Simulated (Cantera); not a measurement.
## Hydrogen reduction and annealing atmospheres: V2O3 + H2 + N2

Feed: 1 mol V2O3, 9.7 mol H2, 7.1 mol N2, held at 0.133 bar.

Equilibrium computed with Cantera from the NASA thermochemical tables; the gas is ideal and each condensed phase is pure. Candidate condensed phases: H2O, V, VN, VO, V2O3, V2O4, V2O5; 28 gas species. Mutual solubility and eutectic melting of coexisting phases are not modelled. VN, VO: taken at fixed stoichiometry. Condensed phases not in the tables: the oxides between V2O3 and V2O5 other than VO2, solid solutions among these carbides, nitrides and lower oxides, V2N. The numbers say what is thermodynamically allowed, not how fast it happens.

From 1398 K to 1498 K the condensed part is VN(s) + V2O3(s). From 1598 K to 1998 K the condensed part is VO(s) + V2O3(s). From 2098 K to 2198 K the condensed part is VO(l) + V2O3(s).

| T (K) | x H2 | x N2 | x H2O | x H | x VO2 | x VO | n VN(s) | n V2O3(s) | n VO(s) | n VO(l) |
|---|---|---|---|---|---|---|---|---|---|---|
| 1398 | 0.576 | 0.422 | 0.00232 | 9.83e-6 | 1.87e-10 | 1.24e-11 | 0.0259 | 0.987 | 0 | 0 |
| 1498 | 0.575 | 0.422 | 0.00241 | 3.57e-5 | 2.95e-9 | 3.50e-10 | 0.0269 | 0.987 | 0 | 0 |
| 1598 | 0.574 | 0.423 | 0.00349 | 0.000110 | 3.85e-8 | 5.41e-9 | 0 | 0.941 | 0.117 | 0 |
| 1698 | 0.572 | 0.423 | 0.00551 | 0.000299 | 3.92e-7 | 5.59e-8 | 0 | 0.907 | 0.185 | 0 |
| 1798 | 0.569 | 0.422 | 0.00825 | 0.000727 | 3.04e-6 | 4.39e-7 | 0 | 0.861 | 0.277 | 0 |
| 1898 | 0.564 | 0.422 | 0.0118 | 0.00161 | 1.88e-5 | 2.75e-6 | 0 | 0.801 | 0.397 | 0 |
| 1998 | 0.558 | 0.422 | 0.0162 | 0.00328 | 9.58e-5 | 1.41e-5 | 0 | 0.725 | 0.548 | 0 |
| 2098 | 0.548 | 0.421 | 0.0238 | 0.00624 | 0.000436 | 5.83e-5 | 0 | 0.590 | 0 | 0.812 |
| 2198 | 0.528 | 0.419 | 0.0397 | 0.0111 | 0.00188 | 0.000191 | 0 | 0.294 | 0 | 1.38 |
x: gas mole fraction; n: condensed amount in mol.
